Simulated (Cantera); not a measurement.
Standard-state values (1 bar) from the NASA 1993 polynomials, evaluated with Cantera. Values are per mole of reaction as written; species without (g) are pure solids or liquids, kept so even where they would boil at 1 bar.

Pb(g) + 2 NO(g) = PbO + N₂O(g), with ΔH° = -515.5 kJ and ΔS° = -310.5 J/K at 300 K.

**Question.** How far is the shortcut ΔG° ≈ ΔH°(300 K) − T·ΔS°(300 K) from the full temperature-dependent value at 1250, 1400, 1550, 1700, 1850, 2000, 2150, 2300, 2450 K?

**Answer.** 
```
T (K)  shortcut (kJ)  full (kJ)  difference (kJ)  difference in log10 K  condensed phases
-----  -------------  ---------  ---------------  ---------------------  ----------------
1250          -127.4     -142.8             15.4                  -0.64            PbO(l)
1400           -80.8     -103.8             23.0                  -0.86            PbO(l)
1550           -34.3      -65.4             31.1                  -1.05            PbO(l)
1700            12.3      -27.4             39.7                  -1.22            PbO(l)
1850            58.9       10.2             48.7                  -1.37            PbO(l)
2000           105.5       47.5             58.0                  -1.51            PbO(l)
2150           152.1       84.4             67.6                  -1.64            PbO(l)
2300           198.6      121.1             77.5                  -1.76            PbO(l)
2450           245.2      157.5             87.7                  -1.87            PbO(l)
```
The shortcut ignores heat capacities and the phase changes listed.
